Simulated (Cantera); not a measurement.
What does this Cantera script print?

```python
import numpy as np
import cantera as ct

gas_names = """
    CL CL2 H HCL H2 Si SiCL SiCL2 SiCL3 SiCL4 SiH SiHCL3 SiH2 SiH2CL2 SiH3 SiH3CL SiH4 Si2 Si3
""".split()
cond_names = """
    Si(cr) Si(L)
""".split()


# ... load() reads the species with a 1 bar reference pressure and builds the phases ...
atoms = {
    'Si': {'Si': 1},
    'Cl2': {'CL': 2},
    'H2': {'H': 2},
}
top_T = {}  # K; cautious upper limits of use, not melting points


# ... equilibrate(T, P, feed) seeds the gas with the atoms and calls Mixture.equilibrate('TP', solver="vcs", rtol=1e-11, max_steps=5000) ...
results = []
feed = {'Si': 1, 'Cl2': 1.2, 'H2': 0.25}  # mol
T = 1198  # K
P = 1200000  # Pa
mix = equilibrate(T, P, feed)
results.append((T, P, feed, dict(zip(mix.species_names, mix.species_moles))))
print(gas.report(threshold=0.001))
for i in range(1, mix.n_phases):
    print(f"{mix.phase(i).name:16s} {mix.phase_moles(i):12.5e} mol")
```

Result:

```
       temperature   1198 K
          pressure   1.2e+06 Pa
           density   15.203 kg/m^3
  mean mol. weight   126.19 kg/kmol
   phase of matter   gas

                          1 kg             1 kmol
                     ---------------   ---------------
          enthalpy       -3.2072e+06       -4.0473e+08  J
   internal energy       -3.2862e+06       -4.1469e+08  J
           entropy            3076.5        3.8822e+05  J/K
    Gibbs function       -6.8929e+06       -8.6982e+08  J
 heat capacity c_p            700.89             88446  J/K
 heat capacity c_v               635             80131  J/K

                      mass frac. Y      mole frac. X     chem. pot. / RT
                     ---------------   ---------------   ---------------
               HCL         0.0052956           0.01833           -35.537
                H2         0.0032354           0.20252           -17.085
             SiCL2         0.0030636         0.0039057           -58.042
             SiCL3          0.017049          0.016004           -85.036
             SiCL4           0.78091           0.58006           -112.03
            SiHCL3           0.18505           0.17241           -93.579
           SiH2CL2         0.0053606         0.0066976           -75.127
     [  +12 minor]        3.7609e-05        7.1495e-05

Si(cr)            3.60718e-01 mol
```

Equilibrium computed with Cantera from the NASA thermochemical tables; the gas is ideal and each condensed phase is pure. The tables' values for SiCl3 are old estimates; treat these amounts as uncertain.
